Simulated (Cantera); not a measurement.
Cantera run, input and output.

```python
import numpy as np
import cantera as ct

gas = ct.Solution("gri30.yaml")
gas.TPX = 1273, 100000, {'CH4': 1, 'O2': 1.18, 'N2': 4.42, 'H2O': 0.14}
reactor = ct.IdealGasConstPressureReactor(gas, energy="on", clone=False)
net = ct.ReactorNet([reactor])
net.rtol, net.atol = 1e-08, 1e-16
show = ['CH4', 'O2', 'H2O', 'HO2', 'C2H4', 'C2H2']
times = np.geomspace(2e-06, 6, 12)

steps = ct.SolutionArray(gas, extra=["t"])
rows = []
print(f"{'t/s':>10s}{'T/K':>9s}{'P/Pa':>11s}" + "".join(f"{s:>11s}" for s in show))
for t in times:
    while net.time < t:
        t_next = net.step()
        steps.append(gas.state, t=t_next)
    rows.append([np.interp(t, steps.t, y) for y in (steps.T, steps.P, *steps(*show).X.T)])
    print(f"{t:10.3e}{rows[-1][0]:9.1f}{rows[-1][1]:11.4g}" + "".join(f"{x:11.3e}" for x in rows[-1][2:]))
rate = np.gradient(steps.T, steps.t)
print("integrator steps:", len(steps.t))
if steps.T.max() > steps.T[0] + 200:
    print(f"time of steepest temperature rise: {steps.t[rate.argmax()]:.4e} s")
gas.TPX = 1273, 100000, {'CH4': 1, 'O2': 1.18, 'N2': 4.42, 'H2O': 0.14}
gas.equilibrate("HP")
print(f"equilibrium (HP): T = {gas.T:.1f} K  " + "  ".join(f"{s} {gas[s].X[0]:.3e}" for s in show))
```

Output:

```
       t/s      T/K       P/Pa        CH4         O2        H2O        HO2       C2H4       C2H2
 2.000e-06   1273.0      1e+05  1.484e-01  1.751e-01  2.077e-02  8.735e-09  2.338e-17  9.550e-25
 7.760e-06   1273.0      1e+05  1.484e-01  1.751e-01  2.077e-02  3.371e-08  3.707e-15  6.225e-22
 3.011e-05   1273.0      1e+05  1.484e-01  1.751e-01  2.077e-02  1.278e-07  3.741e-13  2.659e-19
 1.168e-04   1273.0      1e+05  1.484e-01  1.751e-01  2.077e-02  4.522e-07  3.218e-11  8.935e-17
 4.533e-04   1273.0      1e+05  1.484e-01  1.751e-01  2.077e-02  1.152e-06  4.760e-09  5.424e-14
 1.759e-03   1273.2      1e+05  1.483e-01  1.750e-01  2.082e-02  1.230e-06  5.187e-07  4.778e-11
 6.823e-03   1275.4      1e+05  1.477e-01  1.747e-01  2.121e-02  3.350e-06  9.220e-06  5.533e-09
 2.647e-02   2471.7      1e+05  2.825e-12  6.526e-05  1.681e-01  4.031e-08  2.504e-19  2.878e-15
 1.027e-01   2470.9      1e+05  2.876e-12  6.422e-05  1.680e-01  3.968e-08  2.557e-19  2.926e-15
 3.986e-01   2470.9      1e+05  2.876e-12  6.422e-05  1.680e-01  3.968e-08  2.557e-19  2.926e-15
 1.546e+00   2470.9      1e+05  2.876e-12  6.422e-05  1.680e-01  3.968e-08  2.557e-19  2.926e-15
 6.000e+00   2470.9      1e+05  2.876e-12  6.422e-05  1.680e-01  3.968e-08  2.557e-19  2.926e-15
integrator steps: 2304
time of steepest temperature rise: 2.3812e-02 s
equilibrium (HP): T = 2470.9 K  CH4 3.264e-12  O2 6.422e-05  H2O 1.680e-01  HO2 3.968e-08  C2H4 2.808e-19  C2H2 3.212e-15
```

Cantera simulation using GRI-Mech 3.0 (53 species, 325 reactions); the numbers are that mechanism's predictions, not measurements.
